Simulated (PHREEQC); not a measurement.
Consider water at 25 °C with 0.0018 mol/kgw H3BO3, 8.8e-05 mol/kgw K2HPO4 and 0.0027 mol/kgw KCl. Closed to the air; pH follows from the charge balance.

Equilibrium calculation in PHREEQC: ion-association model, wateq4f.dat.

Question: The ionic strength comes out as 0.00293 mol/kgw. What activity coefficients do K+, H2PO4-, H2BO3-, HPO4-2, Cl- get?

Answer: K+ 0.94, H2PO4- 0.94, H2BO3- 0.94, HPO4-2 0.79, Cl- 0.94.

This is a speciation only: nothing precipitates in the calculation. H3PO4, which wateq4f.dat lacks, is added to it with the constant of phreeqc.dat.
